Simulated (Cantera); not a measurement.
Cantera run:

```python
import numpy as np
import cantera as ct

gas_names = """
    AL ALH ALN AL2 H H2 N NH NH2 NH3 N2 N2H2 N2H4
""".split()
cond_names = """
    AL(cr) AL(L) ALN(s)
""".split()


def load(file, names, dense=False):
    # The tables refer to 1 bar. Condensed volumes are neglected.
    table = {s.name: s for s in ct.Species.list_from_file(file)}
    out = []
    for n in names:
        d = dict(table[n].input_data)
        d["thermo"] = dict(d["thermo"], **{"reference-pressure": 1e5})
        if dense:
            d["equation-of-state"] = {"model": "constant-volume", "density": "1e6 g/cm^3"}
        out.append(ct.Species.from_dict(d))
    return out


gas = ct.Solution(thermo="ideal-gas", species=load("nasa_gas.yaml", gas_names))
cond = {s.name: ct.Solution(thermo="fixed-stoichiometry", species=[s], name=s.name)
        for s in load("nasa_condensed.yaml", cond_names, dense=True)}
atoms = {
    'Al': {'AL': 1},
    'NH3': {'N': 1, 'H': 3},
    'H2': {'H': 2},
}
top_T = {'ALN(s)': 2750}  # K; cautious upper limits of use, not melting points


def equilibrate(T, P, feed):
    n = {}
    for name, mol in feed.items():
        for a, k in atoms[name].items():
            n[a] = n.get(a, 0.0) + k * mol
    gas.TPX = T, P, n
    mass = sum(n.values()) * gas.mean_molecular_weight
    gas.equilibrate("TP")
    valid = [c for c in cond.values() if c.min_temp <= T <= top_T.get(c.name, c.max_temp)]
    mix = ct.Mixture([(gas, mass / gas.mean_molecular_weight)] + [(c, 0.0) for c in valid])
    mix.T, mix.P = T, P
    mix.equilibrate("TP", solver="vcs", rtol=1e-11, max_steps=5000)
    return mix


results = []
feed = {'Al': 1, 'NH3': 12, 'H2': 92}  # mol
T = 975  # K
P = 41  # Pa
mix = equilibrate(T, P, feed)
results.append((T, P, feed, dict(zip(mix.species_names, mix.species_moles))))
print(gas.report(threshold=0.001))
for i in range(1, mix.n_phases):
    print(f"{mix.phase(i).name:16s} {mix.phase_moles(i):12.5e} mol")
```

Output:

```
       temperature   975 K
          pressure   41 Pa
           density   1.6457e-05 kg/m^3
  mean mol. weight   3.254 kg/kmol
   phase of matter   gas

                          1 kg             1 kmol
                     ---------------   ---------------
          enthalpy         6.136e+06        1.9967e+07  J
   internal energy        3.6448e+06         1.186e+07  J
           entropy             72175        2.3486e+05  J/K
    Gibbs function       -6.4235e+07       -2.0902e+08  J
 heat capacity c_p            9300.6             30264  J/K
 heat capacity c_v            6745.4             21950  J/K

                      mass frac. Y      mole frac. X     chem. pot. / RT
                     ---------------   ---------------   ---------------
                H2           0.59004           0.95238           -25.291
                N2           0.40996          0.047619           -35.641
     [  +11 minor]        3.1735e-07         1.125e-07

AL(L)             0.00000e+00 mol
ALN(s)            1.00000e+00 mol
```

Cantera equilibrium calculation (NASA polynomials, part measured and part estimated; ideal gas, pure solids and liquids).
